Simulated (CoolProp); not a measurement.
C3F8 (R218) along the isotherm 373.4 K: fugacity coefficient from the reference equation and from simpler models built on Tc = 345.0 K, pc = 2640 kPa, ω = 0.317; each cubic takes its own stable root.

Model: reference Helmholtz-energy equation of state, Lemmon 2006, in CoolProp. It is a short technical equation, of lower accuracy than the large ones.

```
p (kPa)          phase  reference
-------  -------------  ---------
63.2               gas     0.9941
92.8               gas     0.9914
136                gas     0.9873
200                gas     0.9814
294                gas     0.9727
431                gas     0.9600
632                gas     0.9414
928                gas     0.9142
1360               gas     0.8746
2000               gas     0.8162
2940     supercritical     0.7307
4310     supercritical     0.6098
6320     supercritical     0.4845
9280     supercritical     0.3949
13600    supercritical     0.3409
20000    supercritical     0.3198
```

Problem. How far does each simpler model (van der Waals, Soave-Redlich-Kwong) lie from the reference over these 16 states: mean and median of the absolute difference, and the worst?

Solution. 
- van der Waals: mean 2.4 %, median 0.1 %, worst +20.6 % at 373.4 K and 20000 kPa
- Soave-Redlich-Kwong: mean 1.6 %, median 0.2 %, worst +7.8 % at 373.4 K and 20000 kPa
